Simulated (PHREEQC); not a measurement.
Consider water at 25 °C with 0.06 mol HF, 0.0076 mol NH4HF2, 0.054 mol H2SiF6, 0.02 mol H3PO4 and 0.087 mol NH4F per kg of water. Closed to the air; pH follows from the charge balance.

Model: ion-association model, phreeqc.dat, run in PHREEQC.

```yaml
pH: 1.64
ionic_strength: 0.177 mol/kgw
activity_of_water: 0.994
density: 1.005 g/cm³
total_alkalinity: -412 meq/kg
```

| species | molality | activity | log γ |
|---|---|---|---|
| HF | 0.149 | 0.155 | 0.018 |
| NH4+ | 0.0946 | 0.0655 | -0.160 |
| SiF6-2 | 0.0540 | 0.0168 | -0.508 |
| H+ | 0.0289 | 0.0232 | -0.096 |
| H3PO4 | 0.0142 | 0.0148 | 0.018 |
| F- | 0.00622 | 0.00446 | -0.145 |
| H2PO4- | 0.00576 | 0.00434 | -0.123 |

No solid was allowed to form. Species that the database lacks are ignored. SiF6-2 is the database's only silicon fluoride.
